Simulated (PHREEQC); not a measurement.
Synthetic water in mmol/kgw, 25 °C, pH 6.63, pe 12.5: Na 0.557; K 5.12; Ca 2.6; Mg 0.954; Cl 5.2; S(6) 0.122; Alkalinity (meq/kgw) 7.67; Zn 0.0791; Ni 0.128; Sr 0.07; N(5) 0.00778.

Valence states are taken as typed.

Computed with PHREEQC (ion-association model, wateq4f.dat).

Question: The ionic strength comes out as 0.0163 mol/kgw. What activity coefficients do SrHCO3+, CO3-2, SO4-2, NiHCO3+, Na+ get?

Answer: SrHCO3+ 0.89, CO3-2 0.61, SO4-2 0.61, NiHCO3+ 0.88, Na+ 0.88.

This is a speciation only: nothing precipitates in the calculation. Species that the database lacks are ignored. The database's nickel carbonate constants are estimates that later reviews lower a good deal. The database's zinc carbonate complexes are estimates, stronger than later reviews accept.
